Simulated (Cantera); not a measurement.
A perfectly stirred reactor is fed with 2.32 % CH₂O, 0.900 % O₂, 96.8 % N₂, equivalence ratio 2.6, at 1000000 Pa; it is held at 1125 K, and followed from long to short residence time.

Model: GRI-Mech 3.0 (53 species, 325 reactions), integrated in Cantera.

Question: Predict: x(CH₂O) at τ = 0.430 s; x(O₂) at τ = 0.430 s; x(CO) at τ = 0.430 s; x(CH₂O) at τ = 11.0 ms; x(O₂) at τ = 11.0 ms; x(CO) at τ = 11.0 ms.

Answer: 
```json
{
  "x(CH₂O) at τ = 0.430 s": "2.88e-5",
  "x(O₂) at τ = 0.430 s": "0.000200",
  "x(CO) at τ = 0.430 s": "0.0170",
  "x(CH₂O) at τ = 11.0 ms": "0.000902",
  "x(O₂) at τ = 11.0 ms": "0.00249",
  "x(CO) at τ = 11.0 ms": "0.0190"
}
```
